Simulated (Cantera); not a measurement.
Source: NASA polynomial tables (part measured, part estimated), evaluated in Cantera. Values are per mole of reaction as written; species without (g) are pure solids or liquids, kept so even where they would boil at 1 bar. VN: taken at fixed stoichiometry.

3 O₃(g) + 2 VN ⇌ V₂O₅ + 2 NO₂(g)

```json
[
 {"T (K)": "1075", "ΔH° (kJ)": "-1397.0", "ΔS° (J/K)": "-93.8", "ΔG° (kJ)": "-1296.2", "log10 K": "62.98"},
 {"T (K)": "1150", "ΔH° (kJ)": "-1395.4", "ΔS° (J/K)": "-92.3", "ΔG° (kJ)": "-1289.3", "log10 K": "58.56"},
 {"T (K)": "1225", "ΔH° (kJ)": "(withheld)", "ΔS° (J/K)": "(withheld)", "ΔG° (kJ)": "(withheld)", "log10 K": "(withheld)"},
 {"T (K)": "1300", "ΔH° (kJ)": "(withheld)", "ΔS° (J/K)": "(withheld)", "ΔG° (kJ)": "(withheld)", "log10 K": "(withheld)"},
 {"T (K)": "1375", "ΔH° (kJ)": "-1391.2", "ΔS° (J/K)": "-89.0", "ΔG° (kJ)": "-1268.9", "log10 K": "48.20"},
 {"T (K)": "1450", "ΔH° (kJ)": "-1390.2", "ΔS° (J/K)": "-88.3", "ΔG° (kJ)": "-1262.3", "log10 K": "45.47"},
 {"T (K)": "1525", "ΔH° (kJ)": "-1389.5", "ΔS° (J/K)": "-87.8", "ΔG° (kJ)": "-1255.7", "log10 K": "43.01"}
]
```

Question: Some entries are withheld; supply them.

Answer: 
- 1225, ΔH° (kJ): -1393.9
- 1225, ΔS° (J/K): -91.0
- 1225, ΔG° (kJ): -1282.4
- 1225, log10 K: 54.68
- 1300, ΔH° (kJ): -1392.5
- 1300, ΔS° (J/K): -89.9
- 1300, ΔG° (kJ): -1275.6
- 1300, log10 K: 51.25
